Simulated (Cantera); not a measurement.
Cantera run, input and output.

```python
import numpy as np
import cantera as ct

gas = ct.Solution("h2o2.yaml")
gas.TPX = 425, 92000, {'H2': 1, 'O2': 0.794, 'N2': 2.98}
flame = ct.FreeFlame(gas, width=0.042)
flame.set_refine_criteria(ratio=3, slope=0.08, curve=0.16)
flame.transport_model = "mixture-averaged"
flame.solve(loglevel=0, auto=True)
z, T = flame.grid, flame.T
thick = (T[-1] - T[0]) / np.gradient(T, z).max()
show = ['H2', 'O2', 'H2O2', 'O', 'H2O', 'OH']
print(f"laminar burning velocity  {flame.velocity[0] * 100:.3f} cm/s")
print(f"burnt temperature         {T[-1]:.1f} K")
print(f"thermal thickness         {thick * 1e3:.4f} mm")
print(f"grid points               {len(z)}")
z0 = z[flame.heat_release_rate.argmax()]
print(f"{'z/mm':>9s}{'T/K':>9s}{'u/(m/s)':>9s}" + "".join(f"{s:>11s}" for s in show))
rows = []
for k in (-3, -2, -1.5, -1, -0.5, -0.25, 0, 0.25, 0.5, 1, 2, 4, 8):
    zz = z0 + k * thick
    rows.append([k * thick, np.interp(zz, z, T), np.interp(zz, z, flame.velocity),
                 *(np.interp(zz, z, flame.X[gas.species_index(s)]) for s in show)])
    print(f"{rows[-1][0] * 1e3:9.3f}{rows[-1][1]:9.1f}{rows[-1][2]:9.3f}" + "".join(f"{x:11.3e}" for x in rows[-1][3:]))
```

It prints:

```
laminar burning velocity  204.485 cm/s
burnt temperature         1976.9 K
thermal thickness         0.4186 mm
grid points               114
     z/mm      T/K  u/(m/s)         H2         O2       H2O2          O        H2O         OH
   -1.256    425.0    2.045  2.094e-01  1.663e-01  6.569e-12  4.620e-12  2.034e-09  3.924e-14
   -0.837    425.0    2.045  2.093e-01  1.664e-01  2.783e-10  1.397e-10  6.818e-08  1.190e-12
   -0.628    425.1    2.044  2.088e-01  1.665e-01  3.828e-09  1.403e-09  7.829e-07  1.228e-11
   -0.419    426.0    2.042  2.061e-01  1.670e-01  1.620e-07  3.005e-08  2.375e-05  8.843e-10
   -0.209    475.0    2.222  1.834e-01  1.703e-01  2.579e-05  4.314e-06  3.167e-03  2.850e-05
   -0.105    735.8    3.337  1.407e-01  1.639e-01  4.948e-05  1.960e-04  3.113e-02  6.625e-04
    0.000   1112.0    4.937  8.118e-02  1.353e-01  1.257e-05  2.596e-03  9.572e-02  1.973e-03
    0.105   1386.3    6.115  3.463e-02  9.820e-02  5.131e-06  7.102e-03  1.596e-01  5.524e-03
    0.209   1541.6    6.780  1.687e-02  8.030e-02  2.801e-06  8.907e-03  1.884e-01  8.256e-03
    0.419   1693.5    7.407  1.014e-02  7.291e-02  1.325e-06  7.620e-03  2.035e-01  9.891e-03
    0.837   1817.9    7.901  6.557e-03  7.065e-02  6.702e-07  4.788e-03  2.132e-01  9.500e-03
    1.675   1901.6    8.224  3.403e-03  6.989e-02  3.780e-07  2.403e-03  2.208e-01  7.581e-03
    3.349   1948.2    8.400  1.385e-03  6.999e-02  2.155e-07  9.652e-04  2.256e-01  5.129e-03
```

Computed with Cantera and the H2/O2 subset of GRI-Mech 3.0, which has no nitrogen chemistry. Burning velocities carry a grid error of a few per cent, more on coarse grids. Lean hydrogen flames are cellular in practice and burn faster than this planar one.
